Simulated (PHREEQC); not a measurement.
# Acid mine or pickling water: an equilibrium model

Synthetic water in mg/L, 10 °C, pH 3.07, pe 10.3:

| constituent | mg/L |
|---|---|
| Na | 61.3 |
| K | 142 |
| Ca | 63.5 |
| Mg | 68.6 |
| Cl | 132 |
| S(6) as SO4 | 650 |
| Br | 1.14 |

Valence states are taken as typed.

The numbers come from PHREEQC with the ion-association model, wateq4f.dat.

Each row changes one thing in this solution. Precipitation was switched off in this run.

```csv
case,ionic strength (mol/kgw),SO4-2 (mol/kgw),Mg+2 (mol/kgw),Ca+2 (mol/kgw),MgSO4 (mol/kgw),CaSO4 (mol/kgw),SI of Gypsum (CaSO4:2H2O),SI of Epsomite (MgSO4:7H2O)
as made,0.0234,0.00547,0.00220,0.00121,0.000621,0.000372,-1.07,-3.15
K from 142 to 71 mg/L,0.0225,0.00548,0.00219,0.00121,0.000630,0.000378,-1.07,-3.14
Br from 1.14 to 3.42 mg/L,0.0234,0.00547,0.00220,0.00121,0.000621,0.000372,-1.07,-3.15
all concentrations times 2 at the same typed pH,0.0440,0.0103,0.00405,0.00222,0.00160,0.000947,-0.66,-2.74
```

Constants without temperature data keep their 25 °C values here.
